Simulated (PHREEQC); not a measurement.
Make-up at 25 °C and 100 atm: 89 mmol/kgw NH4HF2, 0.16 mmol/kgw (NH4)2SiF6, 1.2 mmol/kgw HBF4 and 8.3 mmol/kgw H2SO4. Closed to the air; pH follows from the charge balance.

Equilibrium calculation in PHREEQC: ion-association model, phreeqc.dat.

```json
[
 {"quantity": "pH", "before": "2.83", "after": "3.03"},
 {"quantity": "ionic strength (mol/kgw)", "before": "0.0946", "after": "0.0106"},
 {"quantity": "HF (mol/kgw)", "before": "0.0869", "after": "0.00935"},
 {"quantity": "F- (mol/kgw)", "before": "0.0556", "after": "0.00791"},
 {"quantity": "HF2- (mol/kgw)", "before": "0.0177", "after": "0.000272"},
 {"quantity": "SO4-2 (mol/kgw)", "before": "0.00567", "after": "0.000732"}
]
```

Problem. What was changed between the two runs?
A) (NH4)2SiF6 left out
B) temperature from 25 to 35 °C
C) diluted 100-fold with water
D) HBF4 left out
E) diluted 10-fold with water

Solution. E, diluted 10-fold with water

This is a speciation only: nothing precipitates in the calculation. Under pressure, the constants of complexes without a molar volume in the database are unreliable. SiF6-2 is the database's only silicon fluoride. Real BF4- forms and hydrolyses slowly; the run takes it at equilibrium.
